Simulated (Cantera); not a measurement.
# Premixed flame

A freely propagating, adiabatic, planar premixed flame of C3H8 : O2 : N2 = 1 : 3.85 : 18.1 (molar parts), equivalence ratio 1.3, unburnt at 423 K and 0.355 atm; mixture-averaged transport, grid criteria slope 0.08 and curve 0.16, no radiation.

Detailed kinetics in Cantera: GRI-Mech 3.0 (53 species, 325 reactions). GRI-Mech 3.0 was tuned for natural gas; its chemistry of propane as a main component is partial and can be far from experiment. Burning velocities carry a grid error of a few per cent, more on coarse grids.

```json
[
 {"z (mm)": "-2.86", "T (K)": "423", "u (m/s)": "0.625", "x C3H8": "0.0435", "x O2": "0.167", "x H2": "0.00194", "x HO2": "6.20e-8", "x O": "<1e-8", "x CH3": "<1e-8"},
 {"z (mm)": "-1.91", "T (K)": "425", "u (m/s)": "0.631", "x C3H8": "0.0434", "x O2": "0.167", "x H2": "0.00552", "x HO2": "7.60e-7", "x O": "<1e-8", "x CH3": "2.34e-8"},
 {"z (mm)": "-1.43", "T (K)": "435", "u (m/s)": "0.647", "x C3H8": "0.0432", "x O2": "0.165", "x H2": "0.00984", "x HO2": "3.78e-6", "x O": "<1e-8", "x CH3": "1.44e-7"},
 {"z (mm)": "-0.954", "T (K)": "507", "u (m/s)": "0.764", "x C3H8": "0.0422", "x O2": "0.158", "x H2": "0.0181", "x HO2": "2.51e-5", "x O": "<1e-8", "x CH3": "3.88e-6"},
 {"z (mm)": "-0.477", "T (K)": "905", "u (m/s)": "1.41", "x C3H8": "0.0295", "x O2": "0.121", "x H2": "0.0305", "x HO2": "6.93e-5", "x O": "1.85e-6", "x CH3": "0.000453"},
 {"z (mm)": "-0.239", "T (K)": "1276", "u (m/s)": "2.05", "x C3H8": "0.00998", "x O2": "0.0814", "x H2": "0.0363", "x HO2": "0.000146", "x O": "4.80e-5", "x CH3": "0.00227"},
 {"z (mm)": "0", "T (K)": "1611", "u (m/s)": "2.65", "x C3H8": "0.000358", "x O2": "0.0411", "x H2": "0.0375", "x HO2": "7.84e-5", "x O": "0.000382", "x CH3": "0.00194"},
 {"z (mm)": "0.239", "T (K)": "1775", "u (m/s)": "2.93", "x C3H8": "6.39e-7", "x O2": "0.0174", "x H2": "0.0337", "x HO2": "8.81e-6", "x O": "0.000924", "x CH3": "0.000427"},
 {"z (mm)": "0.477", "T (K)": "1826", "u (m/s)": "3.00", "x C3H8": "<1e-8", "x O2": "0.00751", "x H2": "0.0306", "x HO2": "1.38e-6", "x O": "0.00117", "x CH3": "6.01e-5"},
 {"z (mm)": "0.954", "T (K)": "1850", "u (m/s)": "3.03", "x C3H8": "<1e-8", "x O2": "0.00258", "x H2": "0.0301", "x HO2": "4.03e-7", "x O": "0.00109", "x CH3": "8.65e-7"},
 {"z (mm)": "1.91", "T (K)": "1868", "u (m/s)": "3.05", "x C3H8": "<1e-8", "x O2": "0.00155", "x H2": "0.0314", "x HO2": "2.56e-7", "x O": "0.000895", "x CH3": "<1e-8"},
 {"z (mm)": "3.82", "T (K)": "1889", "u (m/s)": "3.08", "x C3H8": "<1e-8", "x O2": "0.00117", "x H2": "0.0317", "x HO2": "1.97e-7", "x O": "0.000689", "x CH3": "<1e-8"},
 {"z (mm)": "7.63", "T (K)": "1916", "u (m/s)": "3.12", "x C3H8": "<1e-8", "x O2": "0.000776", "x H2": "0.0316", "x HO2": "1.35e-7", "x O": "0.000451", "x CH3": "<1e-8"}
]
```
x: mole fraction of selected species; z is measured from the peak of heat release.

The laminar burning velocity is 62.4 cm/s and the thermal thickness comes out as 0.954 mm. The peak x(H2) is 0.0378, the peak x(HO2) is 0.000154 and the peak x(O) comes out as 0.00119. The peak x(CH3) is 0.00274.
